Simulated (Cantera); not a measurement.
A perfectly stirred reactor is fed with CH4 : O2 : N2 = 1 : 1.43 : 5.37 (molar parts), equivalence ratio 1.4, at 4.93 atm; it is adiabatic with a 648 K inlet, and is followed from long to short residence time, starting on the burning branch (τ in s: 0.19, 0.09, 0.042, 0.02, 0.0094, 0.0044, 0.0021, 0.00098, 0.00046, 0.00022, 0.0001, 4.8e-05, 2.3e-05).

Model: GRI-Mech 3.0 (53 species, 325 reactions), integrated in Cantera.

**Question.** What does this change do: N2 5.37 to 4 parts?

**Answer.** 
```csv
quantity,before,after
"blow-out, bracketed by the residence times tried","burning at 0.100 ms, out at 48.0 µs","burning at 23.0 µs, the shortest tried"
x(CH4) at τ = 0.190 s,2.54e-5,2.29e-6
x(O2) at τ = 0.190 s,1.63e-5,5.60e-5
x(CO2) at τ = 0.190 s,0.0428,0.0484
x(HO2) at τ = 0.190 s,7.77e-9,5.88e-8
x(C2H2) at τ = 0.190 s,2.20e-7,2.48e-9
x(CH4) at τ = 2.10 ms,0.000751,0.000103
x(O2) at τ = 2.10 ms,0.000707,0.000346
x(CO2) at τ = 2.10 ms,0.0427,0.0482
x(HO2) at τ = 2.10 ms,2.91e-7,2.41e-7
x(C2H2) at τ = 2.10 ms,0.000166,3.05e-6
```

**Question.** What does this change do: pressure from 4.93 atm to 6.51 atm?

**Answer.** 
```csv
quantity,before,after
"blow-out, bracketed by the residence times tried","burning at 0.100 ms, out at 48.0 µs","burning at 0.100 ms, out at 48.0 µs"
x(CH4) at τ = 0.190 s,2.54e-5,2.62e-5
x(O2) at τ = 0.190 s,1.63e-5,1.35e-5
x(CO2) at τ = 0.190 s,0.0428,0.0428
x(HO2) at τ = 0.190 s,7.77e-9,6.92e-9
x(C2H2) at τ = 0.190 s,2.20e-7,2.16e-7
x(CH4) at τ = 2.10 ms,0.000751,0.000899
x(O2) at τ = 2.10 ms,0.000707,0.000664
x(CO2) at τ = 2.10 ms,0.0427,0.0429
x(HO2) at τ = 2.10 ms,2.91e-7,2.81e-7
x(C2H2) at τ = 2.10 ms,0.000166,0.000214
```
